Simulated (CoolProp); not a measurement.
A single-stage vapour-compression cycle with isohexane: evaporating at 281.15 K (dew point), condensing at 324.15 K (bubble point), superheat 5 K, subcooling 8 K, compressor efficiency 0.7, no pressure losses. Each further row changes one setting.

Computed with CoolProp (reference Helmholtz-energy equation of state, Lemmon 2006). It is a short technical equation, of lower accuracy than the large ones.

| case | cooling COP | pressure ratio | discharge temperature (K) | refrigerating effect (kJ/kg) | volumetric capacity (kJ/m³) |
|---|---|---|---|---|---|
| as stated | 4.11 | 5.63 | 329.3 | 288 | 140 |
| evaporating temperature 286.15 K | 4.83 | 4.46 | 328.7 | 296 | 179 |
| condensing temperature 319.15 K | 4.76 | 4.74 | 325.0 | 299 | 146 |
| subcooling 13 K | 4.27 | 5.63 | 329.3 | 299 | 146 |
| superheat 15 K | 4.18 | 5.63 | 339.5 | 304 | 143 |
| compressor efficiency 0.6 | 3.52 | 5.63 | 335.6 | 288 | 140 |
